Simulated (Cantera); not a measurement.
A perfectly stirred reactor is fed with CH4 : O2 : N2 = 1 : 1.82 : 6 (molar parts), equivalence ratio 1.1, at 101000 Pa; it is adiabatic with a 750 K inlet, and is followed from long to short residence time, starting on the burning branch (τ in s: 0.2, 0.087, 0.038, 0.016, 0.0071, 0.0031, 0.0013, 0.00057, 0.00025, 0.00011, 4.6e-05, 2e-05).

Cantera simulation using GRI-Mech 3.0 (53 species, 325 reactions); the numbers are that mechanism's predictions, not measurements.

Q: What does this change do: pressure from 101000 Pa to 1800000 Pa?

A: 
```
quantity                                                                      before                                   after
------------------------------------------------  ----------------------------------  --------------------------------------
blow-out, bracketed by the residence times tried  burning at 46.0 µs, out at 20.0 µs  burning at 20.0 µs, the shortest tried
x(CH4) at τ = 0.200 s                                                        5.58e-7                                 1.02e-7
x(O2) at τ = 0.200 s                                                         0.00541                                 0.00155
x(H2O) at τ = 0.200 s                                                          0.195                                   0.205
x(HCO) at τ = 0.200 s                                                        3.23e-8                                 8.66e-8
x(CH3) at τ = 0.200 s                                                        4.42e-7                                 7.63e-8
x(CH4) at τ = 1.30 ms                                                        4.96e-5                                 1.35e-5
x(O2) at τ = 1.30 ms                                                          0.0110                                 0.00212
x(H2O) at τ = 1.30 ms                                                          0.185                                   0.204
x(HCO) at τ = 1.30 ms                                                        1.71e-6                                 2.12e-7
x(CH3) at τ = 1.30 ms                                                        3.42e-5                                 1.02e-5
```
The pressure lies above the range GRI-Mech 3.0 was tuned for (to about 10 atm).
